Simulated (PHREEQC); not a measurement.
Make-up at 25 °C: 0.0025 mol FeSO4 per kg of water. Closed to the air; pH follows from the charge balance.

The numbers come from PHREEQC with the ion-association model, wateq4f.dat.

```json
[
 {"quantity": "pH", "before": "6.19", "after": "6.56"},
 {"quantity": "ionic strength (mol/kgw)", "before": "0.00848", "after": "0.000968"},
 {"quantity": "SO4-2 (mol/kgw)", "before": "0.00212", "after": "0.000242"},
 {"quantity": "HSO4- (mol/kgw)", "before": "1.01e-7", "after": "5.82e-9"}
]
```

Problem. What was changed between the two runs?
A) FeSO4 from 0.0025 to 0.00275 mol/kgw
B) FeSO4 replaced by KHSO4 at the same molality
C) diluted 10-fold with water
D) temperature from 25 to 45 °C
E) 0.00026 mol/kgw KCl added

Solution. C, diluted 10-fold with water

No solid was allowed to form.
